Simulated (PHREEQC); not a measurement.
A solution holds 0.017 mol H2SO4, 0.022 mol Li2SO4 and 0.011 mol MgSO4 per kg of water, at 25 °C. Closed to the air; pH follows from the charge balance.

Model: ion-association model, phreeqc.dat, run in PHREEQC.

```json
[
 {"quantity": "pH", "before": "1.85", "after": "7.01"},
 {"quantity": "ionic strength (mol/kgw)", "before": "0.103", "after": "0.0844"},
 {"quantity": "HSO4- (mol/kgw)", "before": "0.0169", "after": "1.22e-7"},
 {"quantity": "LiSO4- (mol/kgw)", "before": "0.00180", "after": "0.00188"}
]
```

Task: Which change was made?
A) H2SO4 left out
B) MgSO4 replaced by CaSO4 at the same molality
C) Li2SO4 from 0.022 to 0.0198 mol/kgw
D) MgSO4 from 0.011 to 0.0121 mol/kgw

Result: A, H2SO4 left out

This is a speciation only: nothing precipitates in the calculation.
